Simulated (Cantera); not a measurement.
A closed system holds: 1 mol Fe2O3, 0.5 mol CH4, 0.21 mol H2, equilibrated at 0.000410 bar.

Equilibrium computed with Cantera from the NASA thermochemical tables; the gas is ideal and each condensed phase is pure. Candidate condensed phases: C, C6H6, C7H8, C8H18, Fe, Fe(CO)5, FeO, Fe(OH)2, Fe(OH)3, Fe2O3, Fe3O4, H2O; 114 gas species. The tables' stoichiometric FeO is somewhat more stable than real wüstite, so its field is too wide. FeO: taken at fixed stoichiometry. The numbers say what is thermodynamically allowed, not how fast it happens. All values below are at 1200 °C.

Base state: H2 0.465, H2O 0.242, CO 0.242, CO2 0.0507, H 0.000426, Fe 0.000160 (mole fractions); condensed: FeO(s).

Q: What changes in the equilibrium state with this change: Fe2O3 replaced by SiO2?

A: 
| species | before | after |
|---|---|---|
| H2 | 0.465 | 0.547 |
| SiO | 0 | 0.226 |
| CO | 0.242 | 0.226 |
| H2O | 0.242 | 4.56e-6 |
| CO2 | 0.0507 | 7.62e-7 |
| Fe | 0.000160 | 0 |
| H | 0.000426 | 0.000462 |
| FeO(s), mol | 2.00 | 0 |
| SiO2(β-quartz), mol | 0 | 0.500 |
The tables hold silica as quartz up to 1696 K and as liquid above; real silica turns to tridymite and cristobalite and melts near 1996 K. Further candidate phases: Si, SiC, SiO2.
